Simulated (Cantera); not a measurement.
Input (Python, Cantera):

```python
import numpy as np
import cantera as ct

gas = ct.Solution("gri30.yaml", transport_model="mixture-averaged")
show = ['H2O', 'C2H2', 'CH4']

rows = []
print(f"{'T/K':>7s}{'rho':>11s}{'cp':>10s}{'mu':>11s}{'lambda':>11s}{'Pr':>7s}" + "".join(f"{'D_' + s:>11s}" for s in show))
for T in [400, 550, 700, 850, 1000, 1150, 1300, 1450, 1600]:
    gas.TPX = T, 40, {'C3H8': 0.25, 'NH3': 0.81, 'CO': 0.19, 'C2H4': 0.82}
    Pr = gas.cp_mass * gas.viscosity / gas.thermal_conductivity
    D = [gas.mix_diff_coeffs_mole[gas.species_index(s)] for s in show]
    rows.append([gas.density, gas.cp_mass, gas.viscosity, gas.thermal_conductivity, Pr, *D])
    print(f"{T:7g}{gas.density:11.4e}{gas.cp_mass:10.1f}{gas.viscosity:11.4e}"
          f"{gas.thermal_conductivity:11.4e}{Pr:7.3f}" + "".join(f"{d:11.4e}" for d in D))
print("SI units: kg/m3, J/kg/K, Pa s, W/m/K, m2/s")
```

Output:

```
    T/K        rho        cp         mu     lambda     Pr      D_H2O     D_C2H2      D_CH4
    400 3.0879e-04    1949.0 1.3790e-05 3.6867e-02  0.729 7.6305e-02 5.9129e-02 7.9536e-02
    550 2.2457e-04    2371.9 1.8419e-05 5.8591e-02  0.746 1.4352e-01 1.0694e-01 1.4224e-01
    700 1.7645e-04    2726.6 2.2637e-05 8.1660e-02  0.756 2.2859e-01 1.6529e-01 2.1827e-01
    850 1.4531e-04    3003.9 2.6514e-05 1.0503e-01  0.758 3.2960e-01 2.3304e-01 3.0626e-01
   1000 1.2352e-04    3253.4 3.0111e-05 1.2821e-01  0.764 4.4511e-01 3.0940e-01 4.0524e-01
   1150 1.0740e-04    3447.1 3.3477e-05 1.5093e-01  0.765 5.7401e-01 3.9376e-01 5.1449e-01
   1300 9.5012e-05    3613.2 3.6651e-05 1.7305e-01  0.765 7.1541e-01 4.8567e-01 6.3346e-01
   1450 8.5183e-05    3755.1 3.9662e-05 1.9450e-01  0.766 8.6861e-01 5.8477e-01 7.6169e-01
   1600 7.7197e-05    3875.7 4.2536e-05 2.1526e-01  0.766 1.0330e+00 6.9075e-01 8.9883e-01
SI units: kg/m3, J/kg/K, Pa s, W/m/K, m2/s
```

Cantera simulation using GRI-Mech 3.0 (53 species, 325 reactions); the numbers are that mechanism's predictions, not measurements. Polar gases are described roughly by these parameters. The composition is frozen, though it would react at the higher temperatures.
